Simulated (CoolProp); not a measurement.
The fluid at 394.82 K and 7.75 MPa flows at 0.085 m/s in a round tube of 50 mm bore and 45 µm roughness, fully developed (64/Re and Nu = 3.66 if laminar; Colebrook and Gnielinski if turbulent). The same conditions are run with several fluids, on thermodynamics alone (safety and materials aside).

Model: reference Helmholtz-energy equation of state of each fluid (C2F6 (R116): Lemmon 2006; c-C4F8 (RC318): Platzer 1990; normal hydrogen: Leachman 2009; R404A: Lemmon 2003; C3F8 (R218): Lemmon 2006), in CoolProp. The equations of Platzer and Polt are older, rougher fits. Blends and air are pseudo-pure fits.

Task: Rank C2F6 (R116), c-C4F8 (RC318), normal hydrogen, R404A, C3F8 (R218) by Reynolds number, highest first.

Result: C3F8 (R218) (60300), C2F6 (R116) (57600), R404A (52300), c-C4F8 (RC318) (37200), normal hydrogen (1800)

| fluid | Darcy friction factor | pressure drop (Pa/m) | heat-transfer coefficient (W/(m² K)) | mass flow (kg/h) |
|---|---|---|---|---|
| C2F6 (R116) | 0.0233 | 0.719 | 108 | 257 |
| c-C4F8 (RC318) | 0.0248 | 2.03 | 195 | 681 |
| normal hydrogen | 0.0356 | 0.0118 | 17.2 | 2.76 |
| R404A | 0.0236 | 0.811 | 174 | 286 |
| C3F8 (R218) | 0.0231 | 1.42 | 187 | 509 |

Transport values come from each fluid's own correlations; those of C2F6 (R116), c-C4F8 (RC318), C3F8 (R218) are estimates that may be off by 10 % or more.
